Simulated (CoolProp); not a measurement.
m-xylene along the isotherm 346.85 °C: density (kg/m³) from the reference equation and from simpler models built on Tc = 343.7 °C, pc = 3535 kPa, ω = 0.326; each cubic takes its own stable root.

The numbers come from the reference Helmholtz-energy equation of state, Zhou 2012 in CoolProp.

| p (kPa) | phase | reference | ideal gas | van der Waals | Soave-Redlich-Kwong |
|---|---|---|---|---|---|
| 736 | gas | 16.45 | 15.16 | 16.20 | 16.35 |
| 1470 | gas | 36.29 | 30.27 | 35.10 | 35.80 |
| 2210 | gas | 62.27 | 45.51 | 58.77 | 60.70 |
| 2950 | gas | 101.6 | 60.75 | 92.45 | 96.97 |
| 3680 | supercritical | 308.3 | 75.79 | 234.8 | 239.0 |
| 4420 | supercritical | 431.2 | 91.03 | 287.9 | 336.5 |
| 5150 | supercritical | 458.1 | 106.1 | 308.2 | 367.1 |
| 5890 | supercritical | 476.0 | 121.3 | 322.3 | 388.2 |
| 6630 | supercritical | 489.6 | 136.5 | 333.1 | 404.6 |
| 7360 | supercritical | 500.6 | 151.6 | 341.9 | 418.0 |
| 8100 | supercritical | 510.2 | 166.8 | 349.5 | 429.6 |
| 8840 | supercritical | 518.5 | 182.1 | 356.2 | 439.8 |
